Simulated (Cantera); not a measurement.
Input: 1 mol TEOS, a varied amount of H2O, at 1173 K and 1330 Pa.

Method: chemical equilibrium by Gibbs-energy minimisation in Cantera with the NASA 1993 tables (ideal gas, pure condensed phases). Candidate condensed phases: C, C6H6, C7H8, C8H18, H2O, Si, SiC, SiO2; 123 gas species. The feed counts by its element totals alone. The tables hold silica as quartz up to 1696 K and as liquid above; real silica turns to tridymite and cristobalite and melts near 1996 K. Equilibrium is a limit: real reactors are often held back by kinetics, nucleation or transport.

Q: At 6.6 mol H2O, list the 4 most abundant gas species with their mole fractions, and the condensed phases.

A: H2 0.657, CO 0.318, H2O 0.0177, CO2 0.00673. Condensed: SiO2(β-quartz).
